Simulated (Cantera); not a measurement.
# Adiabatic ignition

An adiabatic, constant-pressure homogeneous reactor starts with CH₄ : CO : O₂ : N₂ : C₂H₆ = 1 : 0.066 : 4.24 : 15.9 : 0.069 (molar parts), at 1550 K and 20.0 bar.

Cantera simulation using GRI-Mech 3.0 (53 species, 325 reactions); the numbers are that mechanism's predictions, not measurements. The pressure lies above the range GRI-Mech 3.0 was tuned for (to about 10 atm).

```json
[
 {"t (s)": "5.00e-6", "T (K)": "1550", "x CH₄": "0.0468", "x CO": "0.00310", "x O₂": "0.199", "x CH₃": "0.000147", "x NO₂": "<1e-12", "x CH₂O": "9.18e-5", "x O": "5.71e-7"},
 {"t (s)": "9.68e-6", "T (K)": "1554", "x CH₄": "0.0460", "x CO": "0.00317", "x O₂": "0.198", "x CH₃": "0.000254", "x NO₂": "<1e-12", "x CH₂O": "0.000471", "x O": "1.47e-6"},
 {"t (s)": "1.87e-5", "T (K)": "1590", "x CH₄": "0.0405", "x CO": "0.00489", "x O₂": "0.193", "x CH₃": "0.000483", "x NO₂": "1.87e-11", "x CH₂O": "0.00222", "x O": "7.04e-6"},
 {"t (s)": "3.62e-5", "T (K)": "2587", "x CH₄": "<1e-12", "x CO": "0.00292", "x O₂": "0.0911", "x CH₃": "<1e-12", "x NO₂": "3.42e-7", "x CH₂O": "1.65e-11", "x O": "0.00161"},
 {"t (s)": "7.01e-5", "T (K)": "2592", "x CH₄": "<1e-12", "x CO": "0.00238", "x O₂": "0.0907", "x CH₃": "<1e-12", "x NO₂": "1.26e-6", "x CH₂O": "1.29e-11", "x O": "0.00152"},
 {"t (s)": "0.000136", "T (K)": "2591", "x CH₄": "<1e-12", "x CO": "0.00237", "x O₂": "0.0903", "x CH₃": "<1e-12", "x NO₂": "3.01e-6", "x CH₂O": "1.28e-11", "x O": "0.00151"},
 {"t (s)": "0.000263", "T (K)": "2588", "x CH₄": "<1e-12", "x CO": "0.00235", "x O₂": "0.0897", "x CH₃": "<1e-12", "x NO₂": "6.17e-6", "x CH₂O": "1.26e-11", "x O": "0.00149"},
 {"t (s)": "0.000508", "T (K)": "2584", "x CH₄": "<1e-12", "x CO": "0.00231", "x O₂": "0.0886", "x CH₃": "<1e-12", "x NO₂": "1.15e-5", "x CH₂O": "1.22e-11", "x O": "0.00145"},
 {"t (s)": "0.000984", "T (K)": "2578", "x CH₄": "<1e-12", "x CO": "0.00227", "x O₂": "0.0869", "x CH₃": "<1e-12", "x NO₂": "1.95e-5", "x CH₂O": "1.18e-11", "x O": "0.00139"},
 {"t (s)": "0.00190", "T (K)": "2571", "x CH₄": "<1e-12", "x CO": "0.00221", "x O₂": "0.0850", "x CH₃": "<1e-12", "x NO₂": "2.84e-5", "x CH₂O": "1.13e-11", "x O": "0.00133"},
 {"t (s)": "0.00368", "T (K)": "2566", "x CH₄": "<1e-12", "x CO": "0.00218", "x O₂": "0.0837", "x CH₃": "<1e-12", "x NO₂": "3.47e-5", "x CH₂O": "1.09e-11", "x O": "0.00129"},
 {"t (s)": "0.00713", "T (K)": "2564", "x CH₄": "<1e-12", "x CO": "0.00217", "x O₂": "0.0833", "x CH₃": "<1e-12", "x NO₂": "3.66e-5", "x CH₂O": "1.08e-11", "x O": "0.00128"},
 {"t (s)": "0.0138", "T (K)": "2564", "x CH₄": "<1e-12", "x CO": "0.00216", "x O₂": "0.0833", "x CH₃": "<1e-12", "x NO₂": "3.67e-5", "x CH₂O": "1.08e-11", "x O": "0.00128"},
 {"t (s)": "0.0267", "T (K)": "2564", "x CH₄": "<1e-12", "x CO": "0.00216", "x O₂": "0.0833", "x CH₃": "<1e-12", "x NO₂": "3.67e-5", "x CH₂O": "1.08e-11", "x O": "0.00128"},
 {"t (s)": "0.0517", "T (K)": "2564", "x CH₄": "<1e-12", "x CO": "0.00216", "x O₂": "0.0833", "x CH₃": "<1e-12", "x NO₂": "3.67e-5", "x CH₂O": "1.08e-11", "x O": "0.00128"},
 {"t (s)": "0.100", "T (K)": "2564", "x CH₄": "<1e-12", "x CO": "0.00216", "x O₂": "0.0833", "x CH₃": "<1e-12", "x NO₂": "3.67e-5", "x CH₂O": "1.08e-11", "x O": "0.00128"}
]
```
x: mole fraction; the columns are a selection and need not sum to one.

```yaml
time_of_steepest_temperature_rise: 26.8 µs
temperature at 0.100 s: 2564 K
equilibrium_temperature: 2564 K
x(CH₄) at 0.100 s: <1e-12 (gas-phase equilibrium <1e-12)
x(CO) at 0.100 s: 0.00216 (gas-phase equilibrium 0.00216)
x(O₂) at 0.100 s: 0.0833 (gas-phase equilibrium 0.0833)
```
